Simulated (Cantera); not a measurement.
An isothermal, constant-pressure homogeneous reactor starts with H2 : O2 : N2 = 1.6 : 1 : 2 (molar parts), equivalence ratio 0.80, at 1250 K and 0.200 bar.

Computed with Cantera and the H2/O2 subset of GRI-Mech 3.0, which has no nitrogen chemistry. The temperature is held fixed by assumption; the heat of reaction is taken as removed at once.

x: mole fraction; the columns are a selection and need not sum to one.

| t (s) | x H2 | x O2 | x O | x H2O | x OH | x H |
|---|---|---|---|---|---|---|
| 8.00e-5 | 0.347 | 0.217 | 0.000117 | 0.000886 | 7.01e-5 | 0.000742 |
| 0.000411 | 0.0233 | 0.0645 | 0.00715 | 0.364 | 0.00558 | 0.0287 |
| 0.00211 | 0.00132 | 0.0529 | 0.000260 | 0.419 | 0.00104 | 0.000253 |
| 0.0109 | 4.58e-5 | 0.0526 | 9.44e-6 | 0.421 | 0.000203 | 1.77e-6 |
| 0.0558 | 3.31e-6 | 0.0526 | 8.38e-7 | 0.421 | 6.08e-5 | 4.27e-8 |
| 0.287 | … | 0.0526 | … | 0.421 | … | … |
| 1.47 | … | 0.0526 | … | 0.421 | 1.32e-5 | 4.75e-10 |
| 7.57 | 1.43e-7 | 0.0526 | 3.57e-8 | 0.421 | 1.25e-5 | 4.11e-10 |
| 38.9 | 1.43e-7 | 0.0526 | 3.57e-8 | 0.421 | 1.25e-5 | 4.11e-10 |
| 200 | 1.43e-7 | 0.0526 | 3.57e-8 | 0.421 | 1.25e-5 | 4.11e-10 |

Task: What belongs in the gaps?

Result: 
- 0.287, x H2: 4.84e-7
- 0.287, x O: 1.32e-7
- 0.287, x OH: 2.41e-5
- 0.287, x H: 2.60e-9
- 1.47, x H2: 1.56e-7
- 1.47, x O: 4.00e-8
